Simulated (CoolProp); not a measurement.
Vapour pressure (kPa) of n-hexane: the reference equation beside estimates from Tc = 234.7 °C, pc = 3044 kPa, ω = 0.300. Clausius-Clapeyron is anchored at 128.15 °C with a constant enthalpy of vaporisation of 24.43 kJ/mol.

The numbers come from the reference Helmholtz-energy equation of state, Thol 2019 in CoolProp.

```tsv
T (°C)	reference	Lee-Kesler	Clausius-Clapeyron	van der Waals	Redlich-Kwong
107.15	294.8	296.6	320.2	853.7	459.0
112.35	334.4	336.6	355.4	911.5	509.3
117.65	378.8	381.5	394.1	972.9	564.4
122.85	426.6	429.8	435.0	1036	622.4
128.15	479.8	483.5	479.8	1102	685.6
133.35	536.7	540.8	526.9	1170	751.9
138.65	599.7	604.3	578.2	1242	823.8
143.85	666.8	671.9	632.0	1315	898.8
149.15	740.9	746.3	690.4	1393	979.9
```

Absolute difference from the reference over all 9 rows, mean and median: Lee-Kesler 0.7 and 0.8 %, Clausius-Clapeyron 4.3 and 4.0 %, van der Waals 133.5 and 129.7 %, Redlich-Kwong 43.4 and 42.9 %.
